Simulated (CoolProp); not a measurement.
Saturation properties of propylene.

The numbers come from the reference Helmholtz-energy equation of state, Lemmon 2013 in CoolProp.

```json
[
 {"T (K)": "227.6", "p (kPa)": "111.2", "vapour density (kg/m³)": "2.572", "vapour viscosity (µPa s)": "6.41"},
 {"T (K)": "234.1", "p (kPa)": "147.2", "vapour density (kg/m³)": "3.340", "vapour viscosity (µPa s)": "6.59"},
 {"T (K)": "240.7", "p (kPa)": "192.4", "vapour density (kg/m³)": "4.288", "vapour viscosity (µPa s)": "6.78"},
 {"T (K)": "247.2", "p (kPa)": "246.6", "vapour density (kg/m³)": "5.412", "vapour viscosity (µPa s)": "6.97"},
 {"T (K)": "253.7", "p (kPa)": "311.6", "vapour density (kg/m³)": "6.750", "vapour viscosity (µPa s)": "7.16"},
 {"T (K)": "260.2", "p (kPa)": "388.7", "vapour density (kg/m³)": "8.329", "vapour viscosity (µPa s)": "7.37"},
 {"T (K)": "266.7", "p (kPa)": "479.4", "vapour density (kg/m³)": "10.18", "vapour viscosity (µPa s)": "7.59"},
 {"T (K)": "273.2", "p (kPa)": "585.0", "vapour density (kg/m³)": "12.35", "vapour viscosity (µPa s)": "7.82"},
 {"T (K)": "279.7", "p (kPa)": "706.8", "vapour density (kg/m³)": "14.86", "vapour viscosity (µPa s)": "8.07"},
 {"T (K)": "286.2", "p (kPa)": "846.4", "vapour density (kg/m³)": "17.78", "vapour viscosity (µPa s)": "8.34"},
 {"T (K)": "292.7", "p (kPa)": "1005", "vapour density (kg/m³)": "21.15", "vapour viscosity (µPa s)": "8.63"}
]
```

It boils at 225.5 K under 1 atm.

Viscosity comes from a separate model (Huber 2003), an estimate that may be off by 10 % or more.
